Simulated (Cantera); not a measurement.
A closed system holds: 1 mol Si, 1.7 mol Cl2, 47 mol H2, held at 1.30 Pa.

Cantera equilibrium calculation (NASA polynomials, part measured and part estimated; ideal gas, pure solids and liquids). Candidate condensed phases: Si; 19 gas species. The numbers say what is thermodynamically allowed, not how fast it happens.

Which condensed phases are stable at each of these points (T (K)): 648, 723, 798, 873, 948, 1023, 1098, 1173, 1248, 1323, 1398, 1473, 1548, 1623?


| T (K) | condensed phases | Si condensed (%) |
|---|---|---|
| 648 | Si(s) | 15.2 |
| 723 | Si(s) | 19.4 |
| 798 | Si(s) | 30.0 |
| 873 | Si(s) | 48.0 |
| 948 | Si(s) | 64.4 |
| 1023 | Si(s) | 68.1 |
| 1098 | Si(s) | 66.4 |
| 1173 | Si(s) | 64.0 |
| 1248 | Si(s) | 61.7 |
| 1323 | Si(s) | 59.7 |
| 1398 | Si(s) | 57.5 |
| 1473 | Si(s) | 53.9 |
| 1548 | Si(s) | 41.9 |
| 1623 | gas only | 0.0 |

From 648 K to 1548 K the condensed part is Si(s). At 1623 K nothing is condensed.
